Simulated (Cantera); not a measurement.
**Thermodynamics of carbothermic reduction, feed TiO2 + CO**

Feed: 1 mol TiO2, a varied amount of CO, held at 0.248 Torr.

Equilibrium computed with Cantera from the NASA thermochemical tables; the gas is ideal and each condensed phase is pure. Candidate condensed phases: C, Ti, TiC, TiO, TiO2, Ti2O3, Ti3O5, Ti4O7; 15 gas species. Mutual solubility and eutectic melting of coexisting phases are not modelled. Condensed phases not in the tables: Magnéli phases beyond Ti4O7. Rates play no part.

Stable condensed phases:

```
T in K \ n(CO) in mol
         1.3   2 2.7 3.4 4.1 4.8 5.6 6.3   7 7.7 8.4 9.1 9.8
   2023    A   A   B   B   B   B   B   B   B   B   B   B   B
   1923    A   A   A   A   A   A   A   B   B   B   B   B   B
   1823    A   A   A   A   A   A   A   A   A   A   A   B   B
   1723    A   A   A   A   A   A   A   A   A   A   A   A   A
   1623    A   A   A   A   A   A   A   A   A   A   A   A   A
   1523    A   A   A   A   A   A   A   A   A   A   A   A   A
   1423    A   A   A   A   A   A   A   A   A   A   A   A   A
   1323    A   A   A   A   A   A   A   A   A   A   A   A   A
   1223    A   A   A   A   A   A   A   A   A   A   A   A   A
```

A: TiO2 + Ti4O7; B: Ti4O7.
